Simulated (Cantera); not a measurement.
Cantera run:

```python
import numpy as np
import cantera as ct

gas_names = """
    C2H4 H2 CS2
""".split()
cond_names = """
    Ni3S4(s) NiS(b) NiS(a) NiS(L)
""".split()


# ... load() reads the species with a 1 bar reference pressure and builds the phases ...
species = {s.name: s for s in load("nasa_gas.yaml", gas_names) + load("nasa_condensed.yaml", cond_names)}
# Each term lists the table entries of one substance; the one whose range holds T is used.
reactions = {
    '4 Ni3S4 + C2H4(g) = 2 H2(g) + 12 NiS + 2 CS2(g)':
        [(-4, ['Ni3S4(s)']), (-1, ['C2H4']), (2, ['H2']), (12, ['NiS(b)', 'NiS(a)', 'NiS(L)']), (2, ['CS2'])],
}


def pick(names, T):
    return next(species[n] for n in names if species[n].thermo.min_temp <= T <= species[n].thermo.max_temp)


results = []
for label, terms in reactions.items():
    print(label)
    print("     T/K   dH/kJ  dS/(J/K)   dG/kJ   log10 K")
    for T in [350, 375, 400, 425, 450, 475, 500, 525, 550]:
        used = [(nu, pick(names, T)) for nu, names in terms]
        dH = sum(nu * s.thermo.h(T) for nu, s in used) / 1e6
        dS = sum(nu * s.thermo.s(T) for nu, s in used) / 1e3
        dG = dH - T * dS / 1e3
        logK = -dG * 1e6 / (ct.gas_constant * T * np.log(10))
        results.append((label, T, dH, dS, dG, logK, [s.name for _, s in used]))
        print(f"{T:8g} {dH:8.1f} {dS:8.1f} {dG:8.1f} {logK:8.2f}")
```

Result:

```
4 Ni3S4 + C2H4(g) = 2 H2(g) + 12 NiS + 2 CS2(g)
     T/K   dH/kJ  dS/(J/K)   dG/kJ   log10 K
     350    331.9    409.4    188.6   -28.15
     375    332.0    409.6    178.4   -24.85
     400    331.9    409.4    168.2   -21.96
     425    331.7    408.7    157.9   -19.41
     450    331.2    407.8    147.7   -17.15
     475    330.6    406.4    137.6   -15.13
     500    329.8    404.7    127.4   -13.31
     525    328.7    402.7    117.3   -11.67
     550    327.5    400.4    107.3   -10.19
```

Source: NASA polynomial tables (part measured, part estimated), evaluated in Cantera. Condensed species are held in their standard states even where they would react or evaporate.
